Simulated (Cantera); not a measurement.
## Reactions in the system B-Cl-H

Standard-state values (1 bar) from the NASA 1993 polynomials, evaluated with Cantera. Values are per mole of reaction as written; species without (g) are pure solids or liquids, kept so even where they would boil at 1 bar.

2 BCl₃(g) + 3 H₂(g) = 2 B + 6 HCl(g)

```csv
T (K),ΔH° (kJ),ΔS° (J/K),ΔG° (kJ),log10 K
400,250.4,155.9,188.0,-24.55
450,249.4,153.7,180.3,-20.93
500,248.5,151.6,172.6,-18.04
550,247.5,149.8,165.1,-15.68
600,246.5,148.1,157.7,-13.73
650,245.6,146.6,150.3,-12.08
700,244.7,145.3,143.0,-10.67
750,243.9,144.1,135.8,-9.46
800,243.1,143.1,128.6,-8.40
850,242.3,142.2,121.5,-7.46
```
